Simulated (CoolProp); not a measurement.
Vapour-liquid equilibrium of n-butane (1) + R113 (2) at 325.7 K; x and y are mole fractions of (1).

The numbers come from the multi-fluid Helmholtz-energy mixture model, Bücker 2006 and Marx 1992; pair parameters Bell 2016 in CoolProp.

```tsv
x	bubble pressure, mixture model (MPa)	bubble pressure, Raoult's law (MPa)	y, mixture model	y, Raoult's law
0.05	[?]	0.1396	0.208	0.190
0.2	[?]	0.2012	[?]	0.526
0.35	[?]	0.2628	[?]	0.705
0.5	[?]	0.3243	[?]	0.816
0.65	0.3969	0.3859	0.868	0.892
0.8	[?]	0.4475	0.928	0.947
0.95	0.5098	0.5090	0.982	0.988
```

Q: Fill in the missing entries.

A: 
- 0.05, bubble pressure, mixture model (MPa): 0.1444
- 0.2, bubble pressure, mixture model (MPa): 0.2157
- 0.2, y, mixture model: 0.536
- 0.35, bubble pressure, mixture model (MPa): 0.2805
- 0.35, y, mixture model: 0.697
- 0.5, bubble pressure, mixture model (MPa): 0.3402
- 0.5, y, mixture model: 0.796
- 0.8, bubble pressure, mixture model (MPa): 0.4526

The largest gap from Raoult's law is +7.2 % in bubble pressure, at x = 0.2. No azeotrope shows between x = 0.05 and 0.95.

Pair parameters are fitted to limited data, so mixtures are less certain than the pure fluids.
